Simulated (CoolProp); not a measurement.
c-C4F8 (RC318) at 356.21 K and 2.22 MPa is throttled through a valve to 1.54 MPa with no heat exchange. Each further row changes one setting.

Values from CoolProp's reference Helmholtz-energy equation of state, Platzer 1990. This equation is an older, rougher fit; its heat capacities, sound speeds and derivatives of the liquid may be far off and weren't checked against measurements.

```json
[
 {"case": "as stated", "temperature change (K)": "-0.5", "final phase": "liquid", "final density (kg/m³)": "?"},
 {"case": "outlet pressure 0.462 MPa", "temperature change (K)": "?", "final phase": "?", "final density (kg/m³)": "?"},
 {"case": "outlet pressure 2 MPa", "temperature change (K)": "?", "final phase": "liquid", "final density (kg/m³)": "?"}
]
```

Some entries are withheld; supply them.


- as stated, final density (kg/m³): 1210
- outlet pressure 0.462 MPa, temperature change (K): -45.2
- outlet pressure 0.462 MPa, final phase: two-phase, vapour fraction 0.557
- outlet pressure 0.462 MPa, final density (kg/m³): 72.4
- outlet pressure 2 MPa, temperature change (K): -0.1
- outlet pressure 2 MPa, final density (kg/m³): 1220
